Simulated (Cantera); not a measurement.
Input: 1 mol SiH4, 19 mol NH3, equilibrated at 0.0563 Torr.

Method: chemical equilibrium by Gibbs-energy minimisation in Cantera with the NASA 1993 tables (ideal gas, pure condensed phases). Candidate condensed phases: Si, Si3N4; 18 gas species. The numbers say what is thermodynamically allowed, not how fast it happens.

**Question.** At 1273 K, list the 3 most abundant gas species with their mole fractions, and the condensed phases.

**Answer.** H2 0.775, N2 0.225, H 7.25e-5. Condensed: Si3N4(s).
